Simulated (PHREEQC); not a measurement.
A made-up water analysis in mmol/kgw, 25 °C, pH 5.53, pe -0.1: Na 0.0017; K 0.000939; Ca 0.00721; Mg 0.00251; Cl 0.00651; S(6) 0.00397; Alkalinity (meq/kgw) 0.00765; B 0.00027; Ba 9.2e-05; Sr 1.71e-05; F 1.58e-05.

Valence states are taken as typed.

All values are PHREEQC results (ion-association model, wateq4f.dat), not measurements.

| Quantity | Value |
|---|---|
| ionic strength | 3.89e-5 mol/kgw |
| charge-balance error | 0.4 % |

| species | molality | activity | log γ |
|---|---|---|---|
| CO2 | 7.00e-5 | 7.00e-5 | 0.000 |
| HCO3- | 1.06e-5 | 1.05e-5 | -0.003 |
| Ca+2 | 7.20e-6 | 7.00e-6 | -0.013 |
| Cl- | 6.51e-6 | 6.46e-6 | -0.003 |
| SO4-2 | 3.96e-6 | 3.85e-6 | -0.013 |
| H+ | 2.97e-6 | 2.95e-6 | -0.003 |
| Mg+2 | 2.51e-6 | 2.44e-6 | -0.013 |
| Na+ | 1.70e-6 | 1.69e-6 | -0.003 |
| K+ | 9.39e-7 | 9.32e-7 | -0.003 |
| H3BO3 | 2.70e-7 | 2.70e-7 | 0.000 |

This is a speciation only: nothing precipitates in the calculation. Real BF4- forms and hydrolyses slowly; the run takes it at equilibrium.
